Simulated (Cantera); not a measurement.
A perfectly stirred reactor is fed with C2H4 : H2 = 0.36 : 34 (molar parts), at 0.133 bar; it is held at 1650 K, and followed from long to short residence time.

Computed with Cantera and GRI-Mech 3.0 (53 species, 325 reactions). GRI-Mech 3.0 was tuned for natural gas; its chemistry of ethylene as a main component is partial and can be far from experiment. GRI-Mech 3.0 stops at C3 and has no aromatics, soot or wall deposition, so with more carbon than oxygen in the feed, carbon stays in small species such as C2H2 where larger ones or solid carbon would form.

Q: Predict: x(C2H4) at τ = 2.70 s; x(H2) at τ = 2.70 s; x(H) at τ = 2.70 s; x(C2H2) at τ = 2.70 s; x(C2H6) at τ = 2.70 s; x(C2H4) at τ = 19.0 ms; x(H2) at τ = 19.0 ms; x(H) at τ = 19.0 ms; x(C2H2) at τ = 19.0 ms; x(C2H6) at τ = 19.0 ms.

A: 
- x(C2H4) at τ = 2.70 s = 0.000104
- x(H2) at τ = 2.70 s = 0.989
- x(H) at τ = 2.70 s = 0.000245
- x(C2H2) at τ = 2.70 s = 0.00994
- x(C2H6) at τ = 2.70 s = 2.06e-8
- x(C2H4) at τ = 19.0 ms = 0.00361
- x(H2) at τ = 19.0 ms = 0.990
- x(H) at τ = 19.0 ms = 3.97e-5
- x(C2H2) at τ = 19.0 ms = 0.00679
- x(C2H6) at τ = 19.0 ms = 2.15e-7
